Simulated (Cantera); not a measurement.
# Ignition delay

Mixture: 5.10 % CH₄, 20.0 % O₂, 74.9 % N₂, equivalence ratio 0.51, at 1.00 bar, adiabatic and at constant volume. Ignition delay is the time to a rise of 400 K.

Computed with Cantera and GRI-Mech 3.0 (53 species, 325 reactions).

```csv
T0 (K),delay (ms)
1050,324
1100,142
1150,65.2
1200,31.1
1250,15.5
1300,8.04
1350,4.35
```

The apparent activation energy between 1250 and 1350 K is 180 kJ/mol.
